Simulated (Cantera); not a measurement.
# Equilibrium for carbon deposition, reforming and gasification: C₂H₂ + H₂

A closed system holds: 1 mol C₂H₂, 1.7 mol H₂, held at 0.200 bar.

Cantera equilibrium calculation (NASA polynomials, part measured and part estimated; ideal gas, pure solids and liquids). Candidate condensed phases: C, C₆H₆, C₇H₈, C₈H₁₈; 76 gas species. Kinetics and transport are ignored.

```csv
T (K),x H₂,x H,x C₂H₂ (acetylene),x CH₄,x C₂H,x C₄H₂,n C(graphite)
1025,0.986,9.67e-9,2.18e-9,0.0143,<1e-12,<1e-12,1.96
1225,0.997,6.96e-7,1.62e-7,0.00261,<1e-12,<1e-12,1.99
1425,0.999,1.52e-5,3.52e-6,0.000752,<1e-12,4.71e-12,2.00
1625,1.000,0.000158,3.55e-5,0.000294,2.15e-11,4.90e-10,2.00
1825,0.999,0.000984,0.000214,0.000141,2.06e-9,1.82e-8,2.00
2025,0.995,0.00429,0.000900,7.87e-5,7.91e-8,3.28e-7,1.99
2225,0.983,0.0144,0.00288,4.81e-5,1.56e-6,3.45e-6,1.98
2425,0.953,0.0391,0.00744,3.09e-5,1.86e-5,2.39e-5,1.96
2625,0.894,0.0898,0.0160,1.98e-5,0.000148,0.000118,1.91
```
x: gas mole fraction; n: condensed amount in mol.

From 1025 K to 2625 K the condensed part is C(graphite). The main C-bearing gas is CH₄ at 1025 K and C₂H₂ (acetylene) at 2625 K. The share of C in condensed phases is highest at 1625 K (100.0 %) and lowest at 2625 K (95.4 %).
